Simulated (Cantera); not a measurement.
What does this Cantera script print?

```python
import numpy as np
import cantera as ct

gas_names = """
    NF3 F2 N
""".split()
cond_names = """

""".split()


# ... load() reads the species with a 1 bar reference pressure and builds the phases ...
species = {s.name: s for s in load("nasa_gas.yaml", gas_names) + load("nasa_condensed.yaml", cond_names)}
# Each term lists the table entries of one substance; the one whose range holds T is used.
reactions = {
    '2 NF3(g) = 3 F2(g) + 2 N(g)':
        [(-2, ['NF3']), (3, ['F2']), (2, ['N'])],
}


def pick(names, T):
    return next(species[n] for n in names if species[n].thermo.min_temp <= T <= species[n].thermo.max_temp)


results = []
for label, terms in reactions.items():
    print(label)
    print("     T/K   dH/kJ  dS/(J/K)   dG/kJ   log10 K")
    for T in [300, 1225, 1275, 1325, 1375, 1425, 1475, 1525, 1575, 1625]:
        used = [(nu, pick(names, T)) for nu, names in terms]
        dH = sum(nu * s.thermo.h(T) for nu, s in used) / 1e6
        dS = sum(nu * s.thermo.s(T) for nu, s in used) / 1e3
        dG = dH - T * dS / 1e3
        logK = -dG * 1e6 / (ct.gas_constant * T * np.log(10))
        results.append((label, T, dH, dS, dG, logK, [s.name for _, s in used]))
        print(f"{T:8g} {dH:8.1f} {dS:8.1f} {dG:8.1f} {logK:8.2f}")
```

Output:

```
2 NF3(g) = 3 F2(g) + 2 N(g)
     T/K   dH/kJ  dS/(J/K)   dG/kJ   log10 K
     300   1208.8    393.5   1090.7  -189.91
    1225   1209.3    400.1    719.2   -30.67
    1275   1208.8    399.7    699.2   -28.64
    1325   1208.3    399.3    679.2   -26.78
    1375   1207.8    398.9    659.3   -25.04
    1425   1207.3    398.6    639.3   -23.44
    1475   1206.8    398.2    619.4   -21.94
    1525   1206.2    397.8    599.5   -20.53
    1575   1205.6    397.5    579.6   -19.22
    1625   1205.1    397.1    559.8   -17.99
```

Source: NASA polynomial tables (part measured, part estimated), evaluated in Cantera. Condensed species are held in their standard states even where they would react or evaporate.
